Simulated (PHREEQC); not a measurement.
Dissolve 0.0016 mol MnSO4, 0.00012 mol CuCl2, 0.0018 mol HCl and 0.022 mol Na2SO4 per kg of water at 25 °C. It is in equilibrium with CO2 at log p = -1 (atm). Otherwise closed; pH follows from the charge balance.

The numbers come from PHREEQC with the ion-association model, wateq4f.dat.

Precipitation was switched off in this run.

Task: Predict the pH.

Result: pH 3.09.

Task: In which forms is S present?

Result: SO4-2 86 %, NaSO4- 7.7 %, HSO4- 3.6 %, MnSO4 2.7 % of the S.

Complexes and solids missing from the database can't appear.
